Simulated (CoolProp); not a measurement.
m-xylene along the isotherm 346.85 °C: density (kg/m³) from the reference equation and from simpler models built on Tc = 343.7 °C, pc = 35.35 bar, ω = 0.326; each cubic takes its own stable root.

The numbers come from the reference Helmholtz-energy equation of state, Zhou 2012 in CoolProp.

| p (bar) | phase | reference |
|---|---|---|
| 0.168 | gas | 0.3466 |
| 0.382 | gas | 0.7898 |
| 0.868 | gas | 1.804 |
| 1.98 | gas | 4.162 |
| 4.5 | gas | 9.725 |
| 10.2 | gas | 23.63 |
| 23.3 | gas | 67.39 |
| 53 | supercritical | 462.2 |

Question: How far does each simpler model (ideal gas, van der Waals, Peng-Robinson) lie from the reference over these 8 states: mean and median of the absolute difference, and the worst?

Answer: 
- ideal gas: mean 15.6 %, median 3.4 %, worst -76.4 % at 346.85 °C and 53 bar
- van der Waals: mean 5.3 %, median 0.6 %, worst -32.6 % at 346.85 °C and 53 bar
- Peng-Robinson: mean 1.5 %, median 0.1 %, worst -10.9 % at 346.85 °C and 53 bar
